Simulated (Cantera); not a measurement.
A closed system holds: 1 mol AlCl₃, 1.2 mol O₂, 590 mol H₂, equilibrated at 1850 °C.

Equilibrium computed with Cantera from the NASA thermochemical tables; the gas is ideal and each condensed phase is pure. Candidate condensed phases: Al, AlCl₃, Al₂O₃, H₂O; 29 gas species. The tables' values for AlOH are old estimates; treat these amounts as uncertain. The numbers say what is thermodynamically allowed, not how fast it happens.

x: gas mole fraction; n: condensed amount in mol.

| P (Pa) | x H₂ | x H | x HCl | x H₂O | x AlCl | x Al | n Al₂O₃(s) |
|---|---|---|---|---|---|---|---|
| 10 | 0.693 | 0.299 | 0.00296 | 0.00317 | 0.000412 | 0.000962 | 0 |
| 28 | 0.799 | 0.192 | 0.00336 | 0.00348 | 0.000622 | 0.000821 | 0 |
| 77 | 0.870 | 0.121 | 0.00356 | 0.00365 | 0.000828 | 0.000648 | 0 |
| 220 | 0.917 | (withheld) | 0.00365 | 0.00376 | (withheld) | (withheld) | 0 |
| 600 | 0.946 | 0.0450 | 0.00366 | 0.00382 | 0.00115 | 0.000328 | 0 |
| 1700 | 0.964 | 0.0270 | 0.00390 | 0.00334 | 0.00101 | 0.000163 | 0.114 |
| 4600 | 0.975 | 0.0165 | 0.00415 | 0.00290 | 0.000821 | 7.56e-5 | 0.213 |
| 13000 | 0.982 | 0.00986 | 0.00437 | 0.00254 | 0.000632 | 3.30e-5 | 0.291 |
| 36000 | 0.987 | (withheld) | 0.00455 | (withheld) | (withheld) | (withheld) | (withheld) |
| 100000 | 0.989 | 0.00357 | 0.00470 | 0.00205 | 0.000340 | 5.97e-6 | 0.393 |

### Question
What belongs in the gaps?

### Answer

- 36000, x H: 0.00594
- 36000, x H₂O: 0.00226
- 36000, x AlCl: 0.000472
- 36000, x Al: 1.42e-5
- 36000, n Al₂O₃(s): 0.348
- 220, x H: 0.0733
- 220, x AlCl: 0.00101
- 220, x Al: 0.000471
